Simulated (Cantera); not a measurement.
Input: 1 mol Si, 0.043 mol O2, 3 mol N2, equilibrated at 1975 K and 1.00 bar.

Method: chemical equilibrium by Gibbs-energy minimisation in Cantera with the NASA 1993 tables (ideal gas, pure condensed phases). Candidate condensed phases: Si, SiO2, Si2N2O, Si3N4; 16 gas species. Mutual solubility and eutectic melting of coexisting phases are not modelled. Equilibrium is a limit: real reactors are often held back by kinetics, nucleation or transport.

Base state: N2 0.998, SiO 0.00197 (mole fractions); condensed: Si2N2O(s) + Si3N4(s).

What changes in the equilibrium state with this change: O2 from 0.043 to 2.8 mol?


```tsv
species	before	after
N2	0.998	0.621
O2	<1e-9	0.371
NO	<1e-9	0.00842
SiO	0.00197	1.90e-8
O	<1e-9	0.000335
NO2	<1e-9	2.02e-5
Si2N2O(s), mol	0.0813	0
Si3N4(s), mol	0.278	0
SiO2(condensed), mol	0	1.000
```
The tables hold silica as quartz up to 1696 K and as liquid above; real silica turns to tridymite and cristobalite and melts near 1996 K.

What changes in the equilibrium state with this change: pressure from 1.00 bar to 0.180 bar?


```
species          before     after
--------------  -------  --------
N2                0.998     0.980
SiO             0.00197    0.0195
Si              7.78e-6  0.000137
Si2N            6.96e-7   1.64e-5
SiN             2.15e-6   1.59e-5
Si2N2O(s), mol   0.0813    0.0386
Si3N4(s), mol     0.278     0.292
```
The tables' values for SiN are old estimates; treat these amounts as uncertain.
